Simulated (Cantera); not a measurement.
Feed: 1 mol CuO, 2100 mol H₂, 0.21 mol H₂O, held at 1523 K and 13300 Pa.

Cantera equilibrium calculation (NASA polynomials, part measured and part estimated; ideal gas, pure solids and liquids). Candidate condensed phases: Cu, CuO, Cu(OH)₂, Cu₂O, H₂O; 12 gas species. The numbers say what is thermodynamically allowed, not how fast it happens.

Base state: H₂ 0.999, H₂O 0.000576, Cu 9.03e-5, H 6.33e-5 (mole fractions); condensed: Cu(l).

Task: What changes in the equilibrium state with this change: H₂ from 2100 to 0.31 mol?

Result: 
| species | before | after |
|---|---|---|
| H₂O | 0.000576 | 0.845 |
| O₂ | <1e-9 | 0.154 |
| OH | 1.12e-9 | 0.000424 |
| H₂ | 0.999 | 1.51e-5 |
| Cu | 9.03e-5 | 2.65e-5 |
| H | 6.33e-5 | 2.46e-7 |
| Cu(l), mol | 0.810 | 0 |
| Cu₂O(l), mol | 0 | 0.500 |
